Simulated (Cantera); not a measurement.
**Dilute partial oxidation**

A perfectly stirred reactor is fed with 1.27 % CH2O, 1.27 % O2, 97.5 % N2, at 10.9 atm; it is held at 1000 K, and followed from long to short residence time.

Computed with Cantera and GRI-Mech 3.0 (53 species, 325 reactions).

```
τ (s)     x CH2O     x O2   x C2H   x HCN   x CH2CO      x O      x NO
------  --------  -------  ------  ------  --------  -------  --------
1.1      8.86e-5  0.00241  <1e-12  <1e-12  1.19e-11  5.83e-9  3.32e-11
0.55    0.000133  0.00310  <1e-12  <1e-12  1.93e-11  6.81e-9  1.53e-11
0.27    0.000205  0.00390  <1e-12  <1e-12  3.17e-11  7.60e-9  6.79e-12
0.13    0.000322  0.00476  <1e-12  <1e-12  5.27e-11  8.03e-9  2.97e-12
0.065   0.000499  0.00557  <1e-12  <1e-12  8.42e-11  7.95e-9  1.35e-12
0.032   0.000793  0.00634  <1e-12  <1e-12  1.31e-10  7.33e-9    <1e-12
0.016    0.00127  0.00700  <1e-12  <1e-12  1.90e-10  6.22e-9    <1e-12
0.0078   0.00214  0.00764  <1e-12  <1e-12  2.44e-10  4.68e-9    <1e-12
0.0039   0.00365  0.00833  <1e-12  <1e-12  2.36e-10  3.06e-9    <1e-12
0.0019   0.00638  0.00943  <1e-12  <1e-12  1.19e-10  1.57e-9    <1e-12
```
x: mole fraction; the columns are a selection and need not sum to one.
